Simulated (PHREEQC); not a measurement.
Dissolve 0.00023 mol Sr(OH)2, 0.00015 mol CuSO4 and 0.21 mol MgBr2 per kg of water at 60 °C. Closed to the air; pH follows from the charge balance.

Equilibrium calculation in PHREEQC: ion-association model, wateq4f.dat.

Each row changes one thing in this solution. No solid was allowed to form.

```json
[
 {"case": "as made", "pH": "7.68", "ionic strength (mol/kgw)": "0.630", "Cu2(OH)2+2 (mol/kgw)": "3.00e-5", "SO4-2 (mol/kgw)": "2.85e-5", "Cu+2 (mol/kgw)": "9.10e-6", "CuOH+ (mol/kgw)": "1.50e-6", "SI of Cu(OH)2 (Cu(OH)2)": "+2.18"},
 {"case": "MgBr2 left out", "pH": "9.22", "ionic strength (mol/kgw)": "0.000813", "Cu2(OH)2+2 (mol/kgw)": "2.09e-8", "SO4-2 (mol/kgw)": "0.000143", "Cu+2 (mol/kgw)": "2.96e-9", "CuOH+ (mol/kgw)": "4.46e-8", "SI of Cu(OH)2 (Cu(OH)2)": "+2.39"},
 {"case": "temperature from 60 to 25 °C", "pH": "8.70", "ionic strength (mol/kgw)": "0.630", "Cu2(OH)2+2 (mol/kgw)": "4.09e-8", "SO4-2 (mol/kgw)": "4.55e-5", "Cu+2 (mol/kgw)": "1.47e-7", "CuOH+ (mol/kgw)": "2.66e-7", "SI of Cu(OH)2 (Cu(OH)2)": "+1.28"},
 {"case": "MgBr2 from 0.21 to 0.315 mol/kgw", "pH": "7.54", "ionic strength (mol/kgw)": "0.945", "Cu2(OH)2+2 (mol/kgw)": "3.42e-5", "SO4-2 (mol/kgw)": "2.47e-5", "Cu+2 (mol/kgw)": "1.71e-5", "CuOH+ (mol/kgw)": "1.88e-6", "SI of Cu(OH)2 (Cu(OH)2)": "+2.11"},
 {"case": "Sr(OH)2 from 0.00023 to 0.000345 mol/kgw", "pH": "7.94", "ionic strength (mol/kgw)": "0.630", "Cu2(OH)2+2 (mol/kgw)": "1.76e-5", "SO4-2 (mol/kgw)": "2.85e-5", "Cu+2 (mol/kgw)": "3.84e-6", "CuOH+ (mol/kgw)": "1.15e-6", "SI of Cu(OH)2 (Cu(OH)2)": "+2.32"},
 {"case": "MgBr2 replaced by BaBr2 at the same molality", "pH": "9.01", "ionic strength (mol/kgw)": "0.630", "Cu2(OH)2+2 (mol/kgw)": "2.31e-7", "SO4-2 (mol/kgw)": "3.97e-5", "Cu+2 (mol/kgw)": "3.71e-8", "CuOH+ (mol/kgw)": "1.32e-7", "SI of Cu(OH)2 (Cu(OH)2)": "+2.45"}
]
```

The ionic strength passes 0.7 mol/kgw, the rough limit of the ion-association models, in MgBr2 from 0.21 to 0.315 mol/kgw. Some of these states are supersaturated (in Cu(OH)2, Tenorite (slow to form), Brochantite, for instance). Away from 25 °C the constants follow the database's enthalpies or fits; those with neither stay at their 25 °C values. The database's constant for dissolved Cu(OH)2 is higher than later reviews accept.
